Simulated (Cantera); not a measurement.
Standard-state values (1 bar) from the NASA 1993 polynomials, evaluated with Cantera. Values are per mole of reaction as written; species without (g) are pure solids or liquids, kept so even where they would boil at 1 bar. TaC: taken at fixed stoichiometry.

Ta2O5 + 6 CH3(g) ⇌ 2 TaC + 2 C2H5OH(g) + 3 H2O(g)

```json
[
 {"T (K)": "673", "ΔH° (kJ)": "___", "ΔS° (J/K)": "___", "ΔG° (kJ)": "___", "log10 K": "___"},
 {"T (K)": "823", "ΔH° (kJ)": "-339.6", "ΔS° (J/K)": "-137.7", "ΔG° (kJ)": "-226.2", "log10 K": "14.36"},
 {"T (K)": "973", "ΔH° (kJ)": "-343.6", "ΔS° (J/K)": "-142.2", "ΔG° (kJ)": "-205.2", "log10 K": "11.02"},
 {"T (K)": "1123", "ΔH° (kJ)": "-347.1", "ΔS° (J/K)": "-145.6", "ΔG° (kJ)": "-183.6", "log10 K": "8.54"},
 {"T (K)": "1273", "ΔH° (kJ)": "___", "ΔS° (J/K)": "___", "ΔG° (kJ)": "___", "log10 K": "___"},
 {"T (K)": "1423", "ΔH° (kJ)": "-353.3", "ΔS° (J/K)": "-150.5", "ΔG° (kJ)": "-139.2", "log10 K": "5.11"},
 {"T (K)": "1573", "ΔH° (kJ)": "-355.8", "ΔS° (J/K)": "-152.2", "ΔG° (kJ)": "-116.5", "log10 K": "3.87"}
]
```

Question: Fill in the missing entries.

Answer: 
- 673, ΔH° (kJ): -335.3
- 673, ΔS° (J/K): -131.9
- 673, ΔG° (kJ): -246.5
- 673, log10 K: 19.13
- 1273, ΔH° (kJ): -350.4
- 1273, ΔS° (J/K): -148.3
- 1273, ΔG° (kJ): -161.6
- 1273, log10 K: 6.63
